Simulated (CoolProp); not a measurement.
The fluoroketone C6F12O (FK-5-1-12) at several states: Z from the reference equation and from simpler models built on Tc = 168.7 °C, pc = 18.69 bar, ω = 0.471; each cubic takes its own stable root.

Computed with CoolProp (reference Helmholtz-energy equation of state, McLinden 2015).

| T (°C) | p (bar) | phase | reference | Redlich-Kwong | Soave-Redlich-Kwong | Peng-Robinson |
|---|---|---|---|---|---|---|
| 183.95 | 0.197 | gas | 0.9967 | 0.9967 | 0.9968 | 0.9964 |
| 50.95 | 22.3 | liquid | 0.1704 | 0.1982 | 0.1855 | 0.1643 |
| 212.15 | 7.43 | gas | 0.8983 | 0.8907 | 0.9018 | 0.8887 |
| 110.45 | 3.76 | gas | 0.8680 | 0.8884 | 0.8746 | 0.8660 |
| 66.25 | 0.15 | gas | 0.9926 | 0.9942 | 0.9932 | 0.9929 |
| 210.55 | 14 | gas | 0.7949 | 0.7774 | 0.8029 | 0.7801 |
